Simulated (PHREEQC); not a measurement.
**Acid mine or pickling water (model solution)**

A made-up water analysis in mg/L, 20 °C, pH 2.54, pe 8.2:

```tsv
constituent	mg/L
Na	13.8
K	106
Ca	13.1
Mg	33.2
Cl	74.2
S(6) as SO4	510
Zn	1.68
N(5) as NO3	5.37
F	0.0829
```

Valence states are taken as typed.

Model: ion-association model, phreeqc.dat, run in PHREEQC.

Precipitation was switched off in this run.

### Question
What ionic strength does the model give?

### Answer
ionic strength 0.0156 mol/kgw.

### Question
In which forms is Zn present?

### Answer
Zn+2 73 %, ZnSO4 26 %, Zn(SO4)2-2 0.9 % of the Zn.

Complexes and solids missing from the database can't appear.
